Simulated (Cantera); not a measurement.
Input: 1 mol SiC, 0.1 mol CO2, 160 mol H2, held at 0.280 Pa.

Cantera equilibrium calculation (NASA polynomials, part measured and part estimated; ideal gas, pure solids and liquids). Candidate condensed phases: C, C6H6, C7H8, C8H18, H2O, Si, SiC, SiO2; 123 gas species. Equilibrium is a limit: real reactors are often held back by kinetics, nucleation or transport.

Task: Which condensed phases are stable at each of these points (T (K)): 900, 1000, 1100, 1200, 1300, 1400, 1500, 1600?

Result: 
```csv
T (K),condensed phases,Si condensed (%)
900,C(graphite) + SiC(s) + SiO2(β-quartz),100.0
1000,SiC(s) + SiO2(β-quartz),99.8
1100,SiC(s),95.0
1200,SiC(s),95.0
1300,SiC(s),95.0
1400,SiC(s),94.8
1500,SiC(s),92.9
1600,SiC(s),89.8
```

At 900 K the condensed part is C(graphite) + SiC(s) + SiO2(β-quartz). At 1000 K the condensed part is SiC(s) + SiO2(β-quartz). From 1100 K to 1600 K the condensed part is SiC(s).
